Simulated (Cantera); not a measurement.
A closed system holds: 1 mol CsOH, 0.34 mol H₂, 5.8 mol H₂O, at 2148 K and 2.00 mbar.

Cantera equilibrium calculation (NASA polynomials, part measured and part estimated; ideal gas, pure solids and liquids). Candidate condensed phases: Cs, CsOH, H₂O; 15 gas species. Equilibrium is a limit: real reactors are often held back by kinetics, nucleation or transport.

Base state: H₂O 0.707, Cs 0.0891, H₂ 0.0724, CsOH 0.0351, O₂ 0.0319, OH 0.0315, H 0.0251, O 0.00770 (mole fractions); condensed: gas only.

**Question.** What changes in the equilibrium state with this change: temperature from 2148 K to 1923 K?

**Answer.** 
```json
[
 {"species": "H₂O", "before": "0.707", "after": "0.813"},
 {"species": "CsOH", "before": "0.0351", "after": "0.0715"},
 {"species": "Cs", "before": "0.0891", "after": "0.0622"},
 {"species": "H₂", "before": "0.0724", "after": "0.0327"},
 {"species": "H", "before": "0.0251", "after": "0.00381"},
 {"species": "O₂", "before": "0.0319", "after": "0.00770"},
 {"species": "OH", "before": "0.0315", "after": "0.00816"},
 {"species": "O", "before": "0.00770", "after": "0.000710"},
 {"species": "CsO", "before": "0.000109", "after": "4.09e-5"}
]
```
